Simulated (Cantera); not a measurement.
A perfectly stirred reactor is fed with CH4 : C2H6 : C3H8 : O2 : N2 = 1 : 0.057 : 0.054 : 1.9 : 7.14 (molar parts), equivalence ratio 1.3, at 9.87 atm; it is adiabatic with a 423 K inlet, and is followed from long to short residence time, starting on the burning branch (τ in s: 0.055, 0.026, 0.012, 0.0059, 0.0028, 0.0013, 0.00063, 0.0003, 0.00014, 6.7e-05, 3.2e-05, 1.5e-05, 7.2e-06).

Detailed kinetics in Cantera: GRI-Mech 3.0 (53 species, 325 reactions).

Task: What does this change do: 0.81 parts CO2 added?

Result: 
```csv
quantity,before,after
"blow-out, bracketed by the residence times tried","burning at 0.140 ms, out at 67.0 µs","burning at 0.300 ms, out at 0.140 ms"
x(CH4) at τ = 55.0 ms,0.000108,0.000408
x(C2H6) at τ = 55.0 ms,2.87e-8,1.87e-7
x(C3H8) at τ = 55.0 ms,1.72e-8,4.47e-8
x(CH3) at τ = 55.0 ms,1.67e-5,3.19e-5
x(H2O) at τ = 55.0 ms,0.179,0.179
x(CH4) at τ = 0.630 ms,0.00187,0.00365
x(C2H6) at τ = 0.630 ms,5.61e-6,3.75e-5
x(C3H8) at τ = 0.630 ms,1.31e-6,4.24e-6
x(CH3) at τ = 0.630 ms,0.000444,0.000471
x(H2O) at τ = 0.630 ms,0.180,0.174
```

Task: What does this change do: C2H6 0.057 to 0.086 parts?

Result: 
| quantity | before | after |
|---|---|---|
| blow-out, bracketed by the residence times tried | burning at 0.140 ms, out at 67.0 µs | burning at 0.140 ms, out at 67.0 µs |
| x(CH4) at τ = 55.0 ms | 0.000108 | 0.000244 |
| x(C2H6) at τ = 55.0 ms | 2.87e-8 | 6.68e-8 |
| x(C3H8) at τ = 55.0 ms | 1.72e-8 | 2.11e-8 |
| x(CH3) at τ = 55.0 ms | 1.67e-5 | 2.68e-5 |
| x(H2O) at τ = 55.0 ms | 0.179 | 0.175 |
| x(CH4) at τ = 0.630 ms | 0.00187 | 0.00324 |
| x(C2H6) at τ = 0.630 ms | 5.61e-6 | 1.31e-5 |
| x(C3H8) at τ = 0.630 ms | 1.31e-6 | 1.69e-6 |
| x(CH3) at τ = 0.630 ms | 0.000444 | 0.000569 |
| x(H2O) at τ = 0.630 ms | 0.180 | 0.178 |
